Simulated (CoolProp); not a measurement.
CHF3 (R23) along the isotherm 55.25 °C: density (kg/m³) from the reference equation and from simpler models built on Tc = 26.1 °C, pc = 4832 kPa, ω = 0.263; each cubic takes its own stable root.

Values from CoolProp's reference Helmholtz-energy equation of state, Penoncello 2003.

```tsv
p (kPa)	phase	reference
1010	gas	27.45
2010	gas	58.30
3020	gas	94.46
4030	gas	137.7
5030	supercritical	191.0
6040	supercritical	261.9
7050	supercritical	360.3
8050	supercritical	485.0
9060	supercritical	599.2
10100	supercritical	681.6
11100	supercritical	737.0
12100	supercritical	778.5
```

Question: How far does each simpler model (ideal gas, van der Waals, Soave-Redlich-Kwong, Peng-Robinson) lie from the reference over these 12 states: mean and median of the absolute difference, and the worst?

Answer: 
- ideal gas: mean 40.5 %, median 45.3 %, worst -62.0 % at 55.25 °C and 10100 kPa
- van der Waals: mean 8.5 %, median 3.8 %, worst -23.8 % at 55.25 °C and 12100 kPa
- Soave-Redlich-Kwong: mean 9.2 %, median 7.0 %, worst -19.0 % at 55.25 °C and 11100 kPa
- Peng-Robinson: mean 5.3 %, median 2.2 %, worst -12.4 % at 55.25 °C and 10100 kPa
